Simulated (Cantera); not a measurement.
Equilibrium for iron carbonyl, mercury and lead vapours: PbO + CO + N2

Feed: 1 mol PbO, 6.7 mol CO, 1.4 mol N2, equilibrated at 650 °C.

Equilibrium computed with Cantera from the NASA thermochemical tables; the gas is ideal and each condensed phase is pure. Candidate condensed phases: C, Pb, PbO, PbO2, Pb3O4; 27 gas species. The numbers say what is thermodynamically allowed, not how fast it happens.

| P (Pa) | log p CO | log p CO2 | log p N2 | log p Pb | log p Pb2 | log p PbO | n Pb(l) | n C(graphite) |
|---|---|---|---|---|---|---|---|---|
| 10 | -4.16 | -4.92 | -4.77 | -5.59 | -11.64 | -12.75 | 0.788 | 0 |
| 42 | -3.53 | -4.29 | -4.14 | -5.59 | -11.64 | -12.75 | 0.951 | 0 |
| 180 | -2.90 | -3.65 | -3.51 | -5.59 | -11.64 | -12.75 | 0.989 | 0 |
| 750 | -2.28 | -3.03 | -2.89 | -5.59 | -11.64 | -12.75 | 0.997 | 0 |
| 3200 | -1.65 | -2.40 | -2.26 | -5.59 | -11.64 | -12.75 | 0.999 | 0 |
| 13000 | -1.07 | -1.65 | -1.63 | -5.59 | -11.64 | -12.57 | 1.000 | 0.333 |
| 56000 | -0.60 | -0.71 | -0.94 | -5.59 | -11.64 | -12.10 | 1.000 | 1.35 |
| 240000 | -0.21 | 0.09 | -0.25 | -5.59 | <-11 | <-11 | 1.000 | 2.07 |
| 1000000 | 0.14 | 0.79 | 0.39 | -5.59 | <-11 | <-11 | 1.000 | 2.46 |
log p: log10 of the partial pressure in bar; n: condensed amount in mol.

From 0.000100 bar to 0.0320 bar the condensed part is Pb(l). From 0.130 bar to 10.0 bar the condensed part is C(graphite) + Pb(l). The main Pb-bearing gas is Pb throughout.
